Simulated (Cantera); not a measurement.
An isothermal, constant-pressure homogeneous reactor starts with CO : O2 : H2O : N2 = 0.011 : 0.0083 : 0.00014 : 1 (molar parts), at 1050 K and 0.612 atm.

Computed with Cantera and GRI-Mech 3.0 (53 species, 325 reactions).

x: mole fraction; the columns are a selection and need not sum to one.

```json
[
 {"t (s)": "1.00e-5", "x CO": "0.0108", "x O2": "0.00814", "x H2O": "0.000137", "x HO2": "<1e-12", "x NO": "<1e-12", "x N2O": "<1e-12"},
 {"t (s)": "2.82e-5", "x CO": "0.0108", "x O2": "0.00814", "x H2O": "0.000137", "x HO2": "<1e-12", "x NO": "<1e-12", "x N2O": "<1e-12"},
 {"t (s)": "7.93e-5", "x CO": "0.0108", "x O2": "0.00814", "x H2O": "0.000137", "x HO2": "<1e-12", "x NO": "<1e-12", "x N2O": "<1e-12"},
 {"t (s)": "0.000223", "x CO": "0.0108", "x O2": "0.00814", "x H2O": "0.000137", "x HO2": "<1e-12", "x NO": "<1e-12", "x N2O": "<1e-12"},
 {"t (s)": "0.000629", "x CO": "0.0108", "x O2": "0.00814", "x H2O": "0.000137", "x HO2": "<1e-12", "x NO": "<1e-12", "x N2O": "<1e-12"},
 {"t (s)": "0.00177", "x CO": "0.0108", "x O2": "0.00814", "x H2O": "0.000137", "x HO2": "1.19e-12", "x NO": "<1e-12", "x N2O": "<1e-12"},
 {"t (s)": "0.00499", "x CO": "0.0108", "x O2": "0.00814", "x H2O": "0.000137", "x HO2": "1.34e-11", "x NO": "<1e-12", "x N2O": "<1e-12"},
 {"t (s)": "0.0140", "x CO": "0.0108", "x O2": "0.00814", "x H2O": "0.000137", "x HO2": "1.10e-10", "x NO": "<1e-12", "x N2O": "1.03e-12"},
 {"t (s)": "0.0395", "x CO": "0.0108", "x O2": "0.00814", "x H2O": "0.000137", "x HO2": "8.03e-10", "x NO": "<1e-12", "x N2O": "7.11e-12"},
 {"t (s)": "0.111", "x CO": "0.0108", "x O2": "0.00814", "x H2O": "0.000137", "x HO2": "1.11e-8", "x NO": "<1e-12", "x N2O": "9.83e-11"},
 {"t (s)": "0.313", "x CO": "0.0105", "x O2": "0.00800", "x H2O": "0.000135", "x HO2": "5.22e-7", "x NO": "2.95e-10", "x N2O": "5.49e-8"},
 {"t (s)": "0.883", "x CO": "?", "x O2": "?", "x H2O": "0.000133", "x HO2": "?", "x NO": "?", "x N2O": "?"},
 {"t (s)": "2.49", "x CO": "0.000358", "x O2": "0.00294", "x H2O": "0.000137", "x HO2": "1.83e-7", "x NO": "2.31e-7", "x N2O": "8.70e-7"},
 {"t (s)": "7.00", "x CO": "3.83e-5", "x O2": "0.00278", "x H2O": "0.000138", "x HO2": "5.87e-8", "x NO": "2.56e-7", "x N2O": "9.10e-7"}
]
```

**Question.** Fill in the missing entries.

**Answer.** 
- 0.883, x CO: 0.00287
- 0.883, x O2: 0.00418
- 0.883, x HO2: 4.22e-7
- 0.883, x NO: 1.28e-7
- 0.883, x N2O: 7.62e-7
